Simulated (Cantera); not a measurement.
Cantera run:

```python
import numpy as np
import cantera as ct

gas_names = """
    CL CL2 H HCL H2 N NH NH2 NH3 N2 N2H2 N2H4 Si SiCL SiCL2 SiCL3 SiCL4 SiH SiHCL3 SiH2 SiH2CL2 SiH3
    SiH3CL SiH4 SiN Si2 Si2N Si3
""".split()
cond_names = """
    NH4CL(a) NH4CL(b) Si(cr) Si(L) Si3N4(a)
""".split()


# ... load() reads the species with a 1 bar reference pressure and builds the phases ...
atoms = {
    'SiH4': {'Si': 1, 'H': 4},
    'HCl': {'H': 1, 'CL': 1},
    'N2': {'N': 2},
}
top_T = {'Si3N4(a)': 2400}  # K; cautious upper limits of use, not melting points


# ... equilibrate(T, P, feed) seeds the gas with the atoms and calls Mixture.equilibrate('TP', solver="vcs", rtol=1e-11, max_steps=5000) ...
results = []
T = 1600  # K
P = 13332.2  # Pa
for m in [0.056, 0.11, 0.21, 0.4, 0.78, 1.5, 2.9]:
    feed = {'SiH4': 1, 'HCl': m, 'N2': 55}  # mol
    mix = equilibrate(T, P, feed)
    results.append((T, P, feed, dict(zip(mix.species_names, mix.species_moles))))
    x = sorted(zip(gas.X, gas.species_names), reverse=True)
    print(f"T = {T:g} K  P = {P:g} Pa  n(HCl) = {m:g} mol  gas = {mix.phase_moles(0):.4g} mol")
    print("   x: " + "  ".join(f"{s} {v:.3e}" for v, s in x if v > 0.0001))
    print("   condensed (mol): " + ("  ".join(f"{mix.phase(i).name} {mix.phase_moles(i):.4g}"
          for i in range(1, mix.n_phases) if mix.phase_moles(i) > 1e-12) or "none"))
```

Output:

```
T = 1600 K  P = 13332.2 Pa  n(HCl) = 0.056 mol  gas = 56.39 mol
   x: N2 9.635e-01  H2 3.546e-02  HCL 9.891e-04
   condensed (mol): Si3N4(a) 0.3333
T = 1600 K  P = 13332.2 Pa  n(HCl) = 0.11 mol  gas = 56.44 mol
   x: N2 9.626e-01  H2 3.543e-02  HCL 1.935e-03
   condensed (mol): Si3N4(a) 0.3332
T = 1600 K  P = 13332.2 Pa  n(HCl) = 0.21 mol  gas = 56.55 mol
   x: N2 9.609e-01  H2 3.538e-02  HCL 3.665e-03
   condensed (mol): Si3N4(a) 0.3329
T = 1600 K  P = 13332.2 Pa  n(HCl) = 0.4 mol  gas = 56.74 mol
   x: N2 9.577e-01  H2 3.532e-02  HCL 6.878e-03
   condensed (mol): Si3N4(a) 0.3318
T = 1600 K  P = 13332.2 Pa  n(HCl) = 0.78 mol  gas = 57.13 mol
   x: N2 9.513e-01  H2 3.531e-02  HCL 1.302e-02  SiCL2 2.934e-04
   condensed (mol): Si3N4(a) 0.3275
T = 1600 K  P = 13332.2 Pa  n(HCl) = 1.5 mol  gas = 57.87 mol
   x: N2 9.395e-01  H2 3.564e-02  HCL 2.373e-02  SiCL2 9.732e-04
   condensed (mol): Si3N4(a) 0.3132
T = 1600 K  P = 13332.2 Pa  n(HCl) = 2.9 mol  gas = 59.35 mol
   x: N2 9.177e-01  HCL 4.169e-02  H2 3.726e-02  SiCL2 2.918e-03  SiCL3 3.141e-04
   condensed (mol): Si3N4(a) 0.2675
```

Cantera equilibrium calculation (NASA polynomials, part measured and part estimated; ideal gas, pure solids and liquids). The tables' values for SiCl3 are old estimates; treat these amounts as uncertain.
